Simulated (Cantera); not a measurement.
What does this Cantera script print?

```python
import numpy as np
import cantera as ct

gas_names = """
    Electron Br Br2 H H+ H- HBr HO2 H2 H2+ H2- H2O H2O+ H2O2 H3O+ O O+ O- OH OH+ OH- O2 O2+ O2- O3
""".split()
cond_names = """
    Br2(cr) Br2(L) H2O(s) H2O(L)
""".split()


# ... load() reads the species with a 1 bar reference pressure and builds the phases ...
atoms = {
    'HBr': {'H': 1, 'Br': 1},
    'O2': {'O': 2},
    'H2O': {'H': 2, 'O': 1},
}
top_T = {}  # K; cautious upper limits of use, not melting points


# ... equilibrate(T, P, feed) seeds the gas with the atoms and calls Mixture.equilibrate('TP', solver="vcs", rtol=1e-11, max_steps=5000) ...
results = []
feed = {'HBr': 1, 'O2': 0.35, 'H2O': 0.22}  # mol
P = 5700  # Pa
for T in [3000, 3500, 4000, 4500, 5000]:
    mix = equilibrate(T, P, feed)
    results.append((T, P, feed, dict(zip(mix.species_names, mix.species_moles))))

top = {s: max(r[3][s] / sum(r[3][g] for g in gas_names) for r in results) for s in gas_names}
cols = sorted((s for s in top if top[s] > 1e-06), key=lambda s: -top[s])[:8]
seen = [c for c in cond_names if any(r[3].get(c, 0) > 1e-12 for r in results)]
print("log10 of partial pressures in bar; condensed amounts in mol")
print(f"{'T/K':>10s}" + "".join(f"{s[:9]:>10s}" for s in cols + seen))
for T, P, feed, n in results:
    ng = sum(n[g] for g in gas_names)
    print(f"{T:10.4g}" + "".join(f"{np.log10(max(n[s] / ng * P / 1e5, 1e-99)):10.3f}" for s in cols)
          + "".join(f"{n.get(c, 0):10.4g}" for c in seen))
```

Output:

```
log10 of partial pressures in bar; condensed amounts in mol
       T/K         H        Br         O       H2O        OH        H2        O2       HBr
      3000    -1.994    -1.651    -2.197    -2.288    -2.376    -2.385    -2.503    -2.810
      3500    -1.668    -1.746    -1.866    -3.716    -2.842    -2.879    -3.119    -3.551
      4000    -1.621    -1.767    -1.815    -5.383    -3.590    -3.647    -3.975    -4.258
      4500    -1.614    -1.770    -1.808    -6.775    -4.238    -4.306    -4.709    -4.828
      5000    -1.613    -1.770    -1.807    -7.903    -4.766    -4.842    -5.305    -5.289
```

Equilibrium computed with Cantera from the NASA thermochemical tables; the gas is ideal and each condensed phase is pure.
